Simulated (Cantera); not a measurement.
Cantera run, input and output.

```python
import numpy as np
import cantera as ct

gas = ct.Solution("gri30.yaml")
gas.TPX = 375, 31000, {'CH4': 1, 'C2H6': 0.81, 'O2': 9.12, 'N2': 34.3}
inlet = ct.Reservoir(gas, clone=True)
gas.equilibrate("HP")  # start burning
reactor = ct.IdealGasConstPressureReactor(gas, energy="on", clone=False)
exhaust = ct.Reservoir(gas, clone=True)
tau = [0.22, 0.06, 0.016, 0.0044, 0.0012, 0.00033, 8.8e-05, 2.4e-05, 6.5e-06][0]
for a, b in ((inlet, reactor), (reactor, exhaust)):
    ct.MassFlowController(a, b, mdot=lambda t: reactor.mass / tau)
net = ct.ReactorNet([reactor])
show = ['CH4', 'C2H6', 'O2', 'NO', 'CH2', 'C2H4']

rows = []
print(f"{'tau/s':>10s}{'T/K':>9s}" + "".join(f"{s:>11s}" for s in show))
for tau in [0.22, 0.06, 0.016, 0.0044, 0.0012, 0.00033, 8.8e-05, 2.4e-05, 6.5e-06]:
    net.initial_time = 0.0
    net.advance(30 * tau)
    before = gas.X
    net.advance(40 * tau)
    drift = np.max(np.abs(gas.X - before) / (gas.X + 1e-9))
    rows.append([gas.T, *gas[show].X, drift])
    print(f"{tau:10.3e}{gas.T:9.1f}" + "".join(f"{x:11.3e}" for x in gas[show].X))
```

Output:

```
     tau/s      T/K        CH4       C2H6         O2         NO        CH2       C2H4
 2.200e-01   1601.3  5.621e-06  1.180e-06  9.372e-02  5.619e-06  2.321e-08  2.713e-06
 6.000e-02   1588.8  1.295e-05  2.693e-06  9.380e-02  3.953e-06  7.022e-08  4.361e-06
 1.600e-02   1563.7  3.174e-05  6.435e-06  9.422e-02  3.155e-06  2.015e-07  6.045e-06
 4.400e-03   1516.6  8.617e-05  1.683e-05  9.568e-02  2.634e-06  5.245e-07  7.966e-06
 1.200e-03   1421.9  3.626e-04  6.771e-05  1.014e-01  1.199e-06  1.550e-06  1.714e-05
 3.300e-04    375.0  2.211e-02  1.791e-02  2.016e-01  5.192e-21  8.040e-33  2.494e-17
 8.800e-05    375.0  2.211e-02  1.791e-02  2.016e-01  1.029e-24  2.275e-35  4.944e-21
 2.400e-05    375.0  2.211e-02  1.791e-02  2.016e-01  6.502e-26  3.236e-36  3.123e-22
 6.500e-06    375.0  2.211e-02  1.791e-02  2.016e-01  4.107e-27  1.397e-36  1.973e-23
```

Computed with Cantera and GRI-Mech 3.0 (53 species, 325 reactions).
